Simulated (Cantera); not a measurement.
A perfectly stirred reactor is fed with CO : O2 : H2O : N2 = 0.01 : 0.074 : 0.00023 : 1 (molar parts), at 210000 Pa; it is held at 923 K, and followed from long to short residence time.

Computed with Cantera and GRI-Mech 3.0 (53 species, 325 reactions).

Question: What does this change do: temperature 923 to 1500 K?

Answer: 
```tsv
quantity	before	after
x(CO) at τ = 2.30 s	0.00920	6.76e-5
x(O2) at τ = 2.30 s	0.0682	0.0639
x(H2O) at τ = 2.30 s	0.000212	0.000208
x(NO) at τ = 2.30 s	<1e-12	2.04e-5
x(O) at τ = 2.30 s	1.37e-9	1.60e-5
x(CO) at τ = 28.0 ms	0.00922	0.00132
x(O2) at τ = 28.0 ms	0.0683	0.0644
x(H2O) at τ = 28.0 ms	0.000212	0.000194
x(NO) at τ = 28.0 ms	<1e-12	1.17e-5
x(O) at τ = 28.0 ms	3.37e-10	0.000237
```

Question: What does this change do: temperature 923 to 1198 K?

Answer: 
```csv
quantity,before,after
x(CO) at τ = 2.30 s,0.00920,0.000442
x(O2) at τ = 2.30 s,0.0682,0.0641
x(H2O) at τ = 2.30 s,0.000212,0.000212
x(NO) at τ = 2.30 s,<1e-12,2.87e-6
x(O) at τ = 2.30 s,1.37e-9,5.74e-6
x(CO) at τ = 28.0 ms,0.00922,0.00573
x(O2) at τ = 28.0 ms,0.0683,0.0666
x(H2O) at τ = 28.0 ms,0.000212,0.000209
x(NO) at τ = 28.0 ms,<1e-12,1.46e-7
x(O) at τ = 28.0 ms,3.37e-10,4.82e-5
```
